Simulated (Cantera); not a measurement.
A jet of 4.17 % CH₄, 13.5 % O₂, 82.3 % N₂ at 300 K and 0.0420 bar hits a platinum plate 2.5 cm away at a mass flux of 0.071 kg/m²/s; the plate temperature is set and raised in steps from an oxygen-covered start.

Cantera simulation using Deutschmann's 1995 Pt surface mechanism with GRI-Mech 3.0 gas chemistry; the numbers are that mechanism's predictions, not measurements. Catalytic surfaces can have several steady states; this one follows from the mechanism file's or the stated starting coverage.

x: mole fraction at the wall; θ: surface coverage.

```csv
plate T (K),wall x CH₄,wall x O₂,wall x H₂O,wall x OH,wall x CO,wall x CO₂,θ free Pt,θ O*
900,0.0340,0.119,0.0143,3.13e-8,1.41e-5,0.00933,0.238,0.761
950,0.0296,0.110,0.0225,1.08e-7,1.73e-5,0.0147,0.313,0.686
1000,…,…,…,…,…,…,…,…
1050,…,0.0921,…,…,…,…,…,…
1100,0.0182,0.0854,0.0437,1.75e-6,2.66e-5,0.0286,0.539,0.461
1150,0.0157,0.0802,0.0481,3.57e-6,3.08e-5,0.0316,0.606,0.393
```

### Question
Some entries are withheld; supply them.

### Answer

- 1000, wall x CH₄: 0.0252
- 1000, wall x O₂: 0.100
- 1000, wall x H₂O: 0.0307
- 1000, wall x OH: 3.09e-7
- 1000, wall x CO: 2.02e-5
- 1000, wall x CO₂: 0.0201
- 1000, θ free Pt: 0.390
- 1000, θ O*: 0.609
- 1050, wall x CH₄: 0.0213
- 1050, wall x H₂O: 0.0379
- 1050, wall x OH: 7.78e-7
- 1050, wall x CO: 2.32e-5
- 1050, wall x CO₂: 0.0248
- 1050, θ free Pt: 0.466
- 1050, θ O*: 0.533
